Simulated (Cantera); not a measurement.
An adiabatic, constant-pressure homogeneous reactor starts with 13.8 % H2, 18.2 % O2, 68.1 % N2, equivalence ratio 0.38, at 1473 K and 3.45 atm.

Computed with Cantera and the H2/O2 subset of GRI-Mech 3.0, which has no nitrogen chemistry. The hydrogen kinetics of GRI-Mech 3.0 are dated; newer H2 mechanisms differ, most at raised pressure.

Predict: time of steepest temperature rise; temperature at 0.800 s; equilibrium temperature; x(H2) at 0.800 s; x(O2) at 0.800 s; x(OH) at 0.800 s; x(H2O) at 0.800 s; x(H2O2) at 0.800 s.


```json
{
 "time_of_steepest_temperature_rise": "4.84 µs",
 "temperature at 0.800 s": "2389 K",
 "equilibrium_temperature": "2389 K",
 "x(H2) at 0.800 s": "0.000755 (gas-phase equilibrium 0.000755)",
 "x(O2) at 0.800 s": "0.118 (gas-phase equilibrium 0.118)",
 "x(OH) at 0.800 s": "0.00763 (gas-phase equilibrium 0.00763)",
 "x(H2O) at 0.800 s": "0.143 (gas-phase equilibrium 0.143)",
 "x(H2O2) at 0.800 s": "5.04e-7 (gas-phase equilibrium 5.04e-7)"
}
```
